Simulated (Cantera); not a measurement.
An isothermal plug-flow reactor at 725 K and 173 Torr (inlet), inlet velocity 0.92 m/s, active area per volume 2000 1/m; feed 3.31 % CO, 5.95 % O₂, 87.1 % N₂, 3.64 % H₂O, equivalence ratio 0.28.

Detailed kinetics in Cantera: Deutschmann's 1995 Pt surface mechanism with GRI-Mech 3.0 gas chemistry. Catalytic surfaces can have several steady states; this one follows from the mechanism file's or the stated starting coverage. Mass transfer to the wall is taken as infinitely fast.

One state of this run: x CO = 7.50e-7; x O₂ = 0.0437; x H₂O = 0.0370; x CO₂ = 0.0336; θ free Pt = 0.0331; θ O* = 0.964; θ OH* = 0.00273; θ CO* = 1.36e-7. x: gas mole fraction; θ: surface coverage.

Q: Which value of z (m) does it belong to?
(A) 0.0067
(B) 0.011
(C) 0.00031
(D) 0.0015

A: B, 0.011
